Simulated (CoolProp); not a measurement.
Octamethyltrisiloxane (MDM) along the isotherm 575 K: fugacity coefficient from the reference equation and from simpler models built on Tc = 565.4 K, pc = 1438 kPa, ω = 0.528; each cubic takes its own stable root.

Model: reference Helmholtz-energy equation of state, Thol 2017, in CoolProp.

```
p (kPa)          phase  reference
-------  -------------  ---------
45.5               gas     0.9901
70.8               gas     0.9847
110                gas     0.9762
172                gas     0.9628
267                gas     0.9424
416                gas     0.9105
648                gas     0.8610
1010               gas     0.7835
1570     supercritical     0.6568
2450     supercritical     0.4749
3810     supercritical     0.3536
5930     supercritical     0.2800
9230     supercritical     0.2436
14400    supercritical     0.2439
```

Problem. How far does each simpler model (van der Waals, Redlich-Kwong, Soave-Redlich-Kwong) lie from the reference over these 14 states: mean and median of the absolute difference, and the worst?

Solution. 
- van der Waals: mean 10.1 %, median 1.8 %, worst +57.4 % at 575 K and 14400 kPa
- Redlich-Kwong: mean 1.9 %, median 0.4 %, worst +8.6 % at 575 K and 14400 kPa
- Soave-Redlich-Kwong: mean 2.9 %, median 0.1 %, worst +12.2 % at 575 K and 14400 kPa
